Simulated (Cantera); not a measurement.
An isothermal, constant-pressure homogeneous reactor starts with CH4 : N2 = 1 : 26 (molar parts), at 1575 K and 20.0 Torr.

Cantera simulation using GRI-Mech 3.0 (53 species, 325 reactions); the numbers are that mechanism's predictions, not measurements. GRI-Mech 3.0 stops at C3 and has no aromatics, soot or wall deposition, so with more carbon than oxygen in the feed, carbon stays in small species such as C2H2 where larger ones or solid carbon would form. Radical loss at walls, strong at low pressure, is not modelled.

Problem. Predict: x(CH4) at 80.0 s; x(H2) at 80.0 s; x(C2H4) at 80.0 s; x(C2H2) at 80.0 s; x(HCN) at 80.0 s.

Solution. 
```
Property                                             Result
-----------------  ----------------------------------------
x(CH4) at 80.0 s   0.000125 (gas-phase equilibrium 7.47e-6)
x(H2) at 80.0 s       0.0534 (gas-phase equilibrium 0.0535)
x(C2H4) at 80.0 s   3.52e-6 (gas-phase equilibrium 6.56e-7)
x(C2H2) at 80.0 s    0.0178 (gas-phase equilibrium 0.00333)
x(HCN) at 80.0 s     3.84e-6 (gas-phase equilibrium 0.0290)
```
